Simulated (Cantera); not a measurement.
An isothermal, constant-pressure homogeneous reactor starts with N₂O : N₂ = 1 : 3.9 (molar parts), at 1000 K and 0.987 atm. Integrator tolerance rtol = 1e-08.

Model: GRI-Mech 3.0 (53 species, 325 reactions), integrated in Cantera. GRI-Mech 3.0 was tuned for natural gas; its chemistry of N2O as a main component is partial and can be far from experiment. The mechanism lacks the step 2 NO + O2 → 2 NO2, which can matter for NO2 below about 1400 K. The temperature is held fixed by assumption; the heat of reaction is taken as removed at once.

**Question.** What does this change do: temperature 1000 to 1325 K?

**Answer.** 
| quantity | before | after |
|---|---|---|
| x(N₂O) at 10.0 s | 0.191 (gas-phase equilibrium 1.98e-9) | 1.63e-7 (gas-phase equilibrium 2.34e-8) |
| x(NO) at 10.0 s | 0.000452 (gas-phase equilibrium 2.24e-5) | 0.0223 (gas-phase equilibrium 0.000332) |
| x(NO₂) at 10.0 s | 7.34e-6 (gas-phase equilibrium 7.98e-7) | 0.000136 (gas-phase equilibrium 2.16e-6) |
| x(N₂) at 10.0 s | 0.803 (gas-phase equilibrium 0.907) | 0.896 (gas-phase equilibrium 0.907) |
| x(O₂) at 10.0 s | 0.00559 (gas-phase equilibrium 0.0926) | 0.0813 (gas-phase equilibrium 0.0924) |
| x(O) at 10.0 s | 3.73e-8 (gas-phase equilibrium 4.82e-11) | 7.91e-8 (gas-phase equilibrium 8.43e-8) |

**Question.** What does this change do: temperature 1000 to 1073 K?

**Answer.** 
```
quantity                                            before                                     after
----------------  ----------------------------------------  ----------------------------------------
x(N₂O) at 10.0 s     0.191 (gas-phase equilibrium 1.98e-9)     0.138 (gas-phase equilibrium 3.90e-9)
x(NO) at 10.0 s   0.000452 (gas-phase equilibrium 2.24e-5)   0.00332 (gas-phase equilibrium 4.74e-5)
x(NO₂) at 10.0 s   7.34e-6 (gas-phase equilibrium 7.98e-7)   4.76e-5 (gas-phase equilibrium 1.05e-6)
x(N₂) at 10.0 s        0.803 (gas-phase equilibrium 0.907)       0.831 (gas-phase equilibrium 0.907)
x(O₂) at 10.0 s     0.00559 (gas-phase equilibrium 0.0926)     0.0285 (gas-phase equilibrium 0.0926)
x(O) at 10.0 s    3.73e-8 (gas-phase equilibrium 4.82e-11)  1.40e-7 (gas-phase equilibrium 3.81e-10)
```
